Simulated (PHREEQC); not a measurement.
**Brine: an equilibrium model**

Make-up at 20 °C: 3.4 mol CaCl2, 1 mol MnCl2 and 2.1 mol NaCl per kg of water. Closed to the air; pH follows from the charge balance.

The numbers come from PHREEQC with the Pitzer model, pitzer.dat.

Each row changes one thing in this solution. This is a speciation only: nothing precipitates in the calculation.

```csv
case,pH,SI of Halite (NaCl),SI of Portlandite (Ca(OH)2)
as made,4.93,+0.62,-11.04
MnCl2 left out,5.20,+0.34,-10.91
MnCl2 from 1 to 2 mol/kgw,…,…,-11.18
```

**Question.** Some entries are withheld; supply them.

**Answer.** 
- MnCl2 from 1 to 2 mol/kgw, pH: 4.70
- MnCl2 from 1 to 2 mol/kgw, SI of Halite (NaCl): +0.86

Species that the database lacks are ignored. Some of these states are supersaturated (in Halite, for instance). In brines, pH and single-ion activities rest on the MacInnes convention.
